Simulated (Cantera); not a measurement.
# Adiabatic ignition

An adiabatic, constant-volume homogeneous reactor starts with C₃H₈ : O₂ : N₂ = 1 : 7.58 : 28.5 (molar parts), at 1150 K and 42000 Pa.

Cantera simulation using GRI-Mech 3.0 (53 species, 325 reactions); the numbers are that mechanism's predictions, not measurements. GRI-Mech 3.0 was tuned for natural gas; its chemistry of propane as a main component is partial and can be far from experiment.

```json
[
 {"t (s)": "3.00e-6", "T (K)": "1150", "P (bar)": "0.420", "x C₃H₈": "0.0270", "x O₂": "0.204", "x C₂H₂": "<1e-12", "x CO₂": "<1e-12", "x H₂O": "1.60e-10", "x H₂O₂": "5.89e-12"},
 {"t (s)": "8.68e-6", "T (K)": "1150", "P (bar)": "0.420", "x C₃H₈": "0.0270", "x O₂": "0.204", "x C₂H₂": "<1e-12", "x CO₂": "<1e-12", "x H₂O": "3.64e-9", "x H₂O₂": "1.13e-10"},
 {"t (s)": "2.51e-5", "T (K)": "1150", "P (bar)": "0.420", "x C₃H₈": "0.0270", "x O₂": "0.204", "x C₂H₂": "<1e-12", "x CO₂": "<1e-12", "x H₂O": "3.14e-8", "x H₂O₂": "1.71e-9"},
 {"t (s)": "7.27e-5", "T (K)": "1150", "P (bar)": "0.420", "x C₃H₈": "0.0270", "x O₂": "0.204", "x C₂H₂": "<1e-12", "x CO₂": "9.17e-12", "x H₂O": "1.59e-7", "x H₂O₂": "1.91e-8"},
 {"t (s)": "0.000211", "T (K)": "1150", "P (bar)": "0.420", "x C₃H₈": "0.0270", "x O₂": "0.204", "x C₂H₂": "7.90e-12", "x CO₂": "2.16e-10", "x H₂O": "1.10e-6", "x H₂O₂": "1.72e-7"},
 {"t (s)": "0.000609", "T (K)": "1150", "P (bar)": "0.420", "x C₃H₈": "0.0269", "x O₂": "0.204", "x C₂H₂": "3.18e-10", "x CO₂": "8.72e-9", "x H₂O": "1.35e-5", "x H₂O₂": "1.09e-6"},
 {"t (s)": "0.00176", "T (K)": "1150", "P (bar)": "0.420", "x C₃H₈": "0.0267", "x O₂": "0.204", "x C₂H₂": "9.78e-9", "x CO₂": "1.20e-7", "x H₂O": "8.80e-5", "x H₂O₂": "2.09e-6"},
 {"t (s)": "0.00510", "T (K)": "1151", "P (bar)": "0.421", "x C₃H₈": "0.0262", "x O₂": "0.204", "x C₂H₂": "1.26e-7", "x CO₂": "5.43e-7", "x H₂O": "0.000334", "x H₂O₂": "2.77e-6"},
 {"t (s)": "0.0148", "T (K)": "1155", "P (bar)": "0.423", "x C₃H₈": "0.0239", "x O₂": "0.202", "x C₂H₂": "1.82e-6", "x CO₂": "3.12e-6", "x H₂O": "0.00151", "x H₂O₂": "6.67e-6"},
 {"t (s)": "0.0428", "T (K)": "2581", "P (bar)": "0.984", "x C₃H₈": "<1e-12", "x O₂": "0.0631", "x C₂H₂": "<1e-12", "x CO₂": "0.0633", "x H₂O": "0.0924", "x H₂O₂": "1.92e-7"},
 {"t (s)": "0.124", "T (K)": "2580", "P (bar)": "0.984", "x C₃H₈": "<1e-12", "x O₂": "0.0629", "x C₂H₂": "<1e-12", "x CO₂": "0.0633", "x H₂O": "0.0925", "x H₂O₂": "1.92e-7"},
 {"t (s)": "0.358", "T (K)": "2580", "P (bar)": "0.984", "x C₃H₈": "<1e-12", "x O₂": "0.0629", "x C₂H₂": "<1e-12", "x CO₂": "0.0633", "x H₂O": "0.0925", "x H₂O₂": "1.92e-7"},
 {"t (s)": "1.04", "T (K)": "2580", "P (bar)": "0.984", "x C₃H₈": "<1e-12", "x O₂": "0.0629", "x C₂H₂": "<1e-12", "x CO₂": "0.0633", "x H₂O": "0.0925", "x H₂O₂": "1.92e-7"},
 {"t (s)": "3.00", "T (K)": "2580", "P (bar)": "0.984", "x C₃H₈": "<1e-12", "x O₂": "0.0629", "x C₂H₂": "<1e-12", "x CO₂": "0.0633", "x H₂O": "0.0925", "x H₂O₂": "1.92e-7"}
]
```
x: mole fraction; the columns are a selection and need not sum to one.

```json
{
  "time_of_steepest_temperature_rise": "24.3 ms",
  "temperature at 3.00 s": "2580 K",
  "equilibrium_temperature": "2580 K",
  "x(C₃H₈) at 3.00 s": "<1e-12 (gas-phase equilibrium <1e-12)",
  "x(O₂) at 3.00 s": "0.0629 (gas-phase equilibrium 0.0629)",
  "x(C₂H₂) at 3.00 s": "<1e-12 (gas-phase equilibrium <1e-12)"
}
```
